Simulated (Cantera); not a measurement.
Cantera run, input and output.

```python
import numpy as np
import cantera as ct

gas = ct.Solution("gri30.yaml")
gas.TPX = 1248, 1000000, {'CH4': 1, 'O2': 2.5, 'N2': 9.4}
reactor = ct.IdealGasReactor(gas, energy="on", clone=False)
net = ct.ReactorNet([reactor])
net.rtol, net.atol = 1e-08, 1e-16
show = ['CH4', 'O2', 'O', 'CO2', 'NO', 'OH']
times = np.geomspace(2e-06, 0.8, 11)

steps = ct.SolutionArray(gas, extra=["t"])
rows = []
print(f"{'t/s':>10s}{'T/K':>9s}{'P/Pa':>11s}" + "".join(f"{s:>11s}" for s in show))
for t in times:
    while net.time < t:
        t_next = net.step()
        steps.append(gas.state, t=t_next)
    rows.append([np.interp(t, steps.t, y) for y in (steps.T, steps.P, *steps(*show).X.T)])
    print(f"{t:10.3e}{rows[-1][0]:9.1f}{rows[-1][1]:11.4g}" + "".join(f"{x:11.3e}" for x in rows[-1][2:]))
rate = np.gradient(steps.T, steps.t)
print("integrator steps:", len(steps.t))
if steps.T.max() > steps.T[0] + 200:
    print(f"time of steepest temperature rise: {steps.t[rate.argmax()]:.4e} s")
gas.TPX = 1248, 1000000, {'CH4': 1, 'O2': 2.5, 'N2': 9.4}
gas.equilibrate("UV")
print(f"equilibrium (UV): T = {gas.T:.1f} K  " + "  ".join(f"{s} {gas[s].X[0]:.3e}" for s in show))
```

Output:

```
       t/s      T/K       P/Pa        CH4         O2          O        CO2         NO         OH
 2.000e-06   1248.0      1e+06  7.752e-02  1.938e-01  1.641e-11  6.682e-16  1.718e-20  3.525e-11
 7.265e-06   1248.0      1e+06  7.752e-02  1.938e-01  5.220e-11  3.376e-14  1.785e-19  1.394e-10
 2.639e-05   1248.0      1e+06  7.752e-02  1.938e-01  2.209e-10  2.361e-12  2.462e-18  7.242e-10
 9.586e-05   1248.0      1e+06  7.751e-02  1.938e-01  1.446e-09  3.023e-10  5.344e-17  4.791e-09
 3.482e-04   1248.4      1e+06  7.743e-02  1.937e-01  4.957e-09  1.969e-08  1.211e-15  1.648e-08
 1.265e-03   1254.1  1.005e+06  7.659e-02  1.931e-01  1.811e-08  6.791e-07  2.520e-14  7.558e-08
 4.595e-03   2883.7  2.348e+06  4.091e-15  3.511e-02  2.909e-03  6.171e-02  1.604e-02  1.408e-02
 1.669e-02   2883.7  2.348e+06  4.091e-15  3.511e-02  2.909e-03  6.171e-02  1.604e-02  1.408e-02
 6.063e-02   2883.7  2.348e+06  4.091e-15  3.511e-02  2.909e-03  6.171e-02  1.604e-02  1.408e-02
 2.202e-01   2883.7  2.348e+06  4.091e-15  3.511e-02  2.909e-03  6.171e-02  1.604e-02  1.408e-02
 8.000e-01   2883.7  2.348e+06  4.091e-15  3.511e-02  2.909e-03  6.171e-02  1.604e-02  1.408e-02
integrator steps: 2316
time of steepest temperature rise: 2.2893e-03 s
equilibrium (UV): T = 2883.7 K  CH4 5.362e-15  O2 3.511e-02  O 2.909e-03  CO2 6.171e-02  NO 1.604e-02  OH 1.408e-02
```

Computed with Cantera and GRI-Mech 3.0 (53 species, 325 reactions).
